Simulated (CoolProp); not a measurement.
A single-stage vapour-compression cycle with R507A: evaporating at 276.15 K (dew point), condensing at 322.15 K (bubble point), superheat 5 K, subcooling 2 K, compressor efficiency 0.6, no pressure losses. Each further row changes one setting.

Computed with CoolProp (reference Helmholtz-energy equation of state, Lemmon 2003). It is a pseudo-pure fit of the blend.

| case | cooling COP | pressure ratio | discharge temperature (K) | refrigerating effect (kJ/kg) | volumetric capacity (kJ/m³) |
|---|---|---|---|---|---|
| as stated | 2.43 | 3.37 | 343.8 | 96.8 | 3320 |
| evaporating temperature 281.15 K | 2.87 | 2.90 | 341.7 | 99.3 | 3970 |
| condensing temperature 317.15 K | 2.91 | 3.00 | 337.5 | 105 | 3610 |
| subcooling 7 K | 2.66 | 3.37 | 343.8 | 106 | 3630 |
| superheat 15 K | 2.50 | 3.37 | 354.1 | 107 | 3450 |
| compressor efficiency 0.5 | 2.03 | 3.37 | 350.1 | 96.8 | 3320 |
